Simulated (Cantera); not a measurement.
A closed system holds: 1 mol CH₃F, 0.22 mol H₂, equilibrated at 0.135 Torr.

Cantera equilibrium calculation (NASA polynomials, part measured and part estimated; ideal gas, pure solids and liquids). Candidate condensed phases: C, C₆H₆, C₇H₈, C₈H₁₈; 95 gas species. The numbers say what is thermodynamically allowed, not how fast it happens. All values below are at 1127 °C.

Base state: H₂ 0.549, HF 0.450, H 0.000269 (mole fractions); condensed: C(graphite).

Problem. What changes in the equilibrium state with this change: CH₃F replaced by CCl₄?

Solution. 
```
species             before    after
----------------  --------  -------
Cl                       0    0.751
Cl₂                      0    0.126
HCl                      0    0.124
H₂                   0.549  2.42e-9
HF                   0.450        0
H                 0.000269  1.79e-8
C(graphite), mol     1.000    1.000
```
